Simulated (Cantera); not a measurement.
Gas mixture: H2 : C3H8 : NH3 : C2H4 = 0.82 : 0.77 : 0.47 : 0.83 (molar parts), at 3750 Torr, frozen composition.

Cantera's kinetic-theory transport with the Lennard-Jones parameters of GRI-Mech 3.0, ideal gas; thermal conductivity in the mixture-averaged form. Polar gases are described roughly by these parameters. The composition is frozen, though it would react at the higher temperatures.

One state of this run: ρ (kg/m³) = 1.64; cp (J/kg/K) = 3652; μ (µPa s) = 24.0; λ (mW/m/K) = 158; Pr = 0.555; D (cm²/s) OH = 0.366; D (cm²/s) NH3 = 0.271; D (cm²/s) H = 1.33. D: mixture-averaged diffusion coefficient of that species in the mixture.

**Question.** Which value of T (K) does it belong to?
A. 700
B. 400
C. 550
D. 850

**Answer.** D, 850
